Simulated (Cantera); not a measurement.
Feed: 1 mol HMDSO, 0.17 mol O3, 11 mol H2, 24 mol H2O, equilibrated at 1050 K and 750 Torr.

Method: chemical equilibrium by Gibbs-energy minimisation in Cantera with the NASA 1993 tables (ideal gas, pure condensed phases). Candidate condensed phases: C, C6H6, C7H8, C8H18, H2O, Si, SiC, SiO2; 123 gas species. The feed counts by its element totals alone. Rates play no part.

Base state: H2 0.610, H2O 0.270, CO 0.0785, CO2 0.0410, CH4 0.000683 (mole fractions); condensed: SiO2(β-quartz).

**Question.** What changes in the equilibrium state with this change: temperature from 1050 K to 1475 K?

**Answer.** 
```json
[
 {"species": "H2", "before": "0.610", "after": "0.590"},
 {"species": "H2O", "before": "0.270", "after": "0.290"},
 {"species": "CO", "before": "0.0785", "after": "0.100"},
 {"species": "CO2", "before": "0.0410", "after": "0.0199"},
 {"species": "CH4", "before": "0.000683", "after": "4.24e-7"},
 {"species": "SiO2(β-quartz), mol", "before": "2.00", "after": "2.00"}
]
```
The tables hold silica as quartz up to 1696 K and as liquid above; real silica turns to tridymite and cristobalite and melts near 1996 K. Gases not in the tables: Si(OH)4.
